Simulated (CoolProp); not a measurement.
Vapour-liquid equilibrium of propylene (1) + propane (2) at 20.35 °C; x and y are mole fractions of (1).

Values from CoolProp's multi-fluid Helmholtz-energy mixture model, Lemmon 2013 and Lemmon 2009; pair parameters Bell 2016.

| x | bubble pressure (bar) | y at the bubble point | dew pressure at overall composition x (bar) | liquid density (mol/L) |
|---|---|---|---|---|
| 0.05 | 8.571 | 0.061 | ? | 11.36 |
| 0.15 | ? | 0.178 | 8.758 | 11.44 |
| 0.25 | 9.044 | 0.287 | 8.967 | ? |
| 0.35 | 9.255 | 0.391 | 9.172 | 11.60 |
| 0.45 | 9.451 | 0.491 | 9.372 | 11.68 |
| 0.55 | 9.632 | 0.587 | 9.565 | 11.77 |
| 0.65 | 9.798 | 0.680 | ? | 11.86 |
| 0.75 | 9.949 | ? | ? | ? |
| 0.85 | ? | 0.863 | 10.07 | 12.06 |
| 0.95 | 10.21 | 0.954 | 10.20 | 12.16 |

What belongs in the gaps?


- 0.05, dew pressure at overall composition x (bar): 8.547
- 0.15, bubble pressure (bar): 8.816
- 0.25, liquid density (mol/L): 11.52
- 0.65, dew pressure at overall composition x (bar): 9.746
- 0.75, y at the bubble point: 0.772
- 0.75, dew pressure at overall composition x (bar): 9.914
- 0.75, liquid density (mol/L): 11.96
- 0.85, bubble pressure (bar): 10.09

No azeotrope shows between x = 0.05 and 0.95.

Pair parameters are fitted to limited data, so mixtures are less certain than the pure fluids.
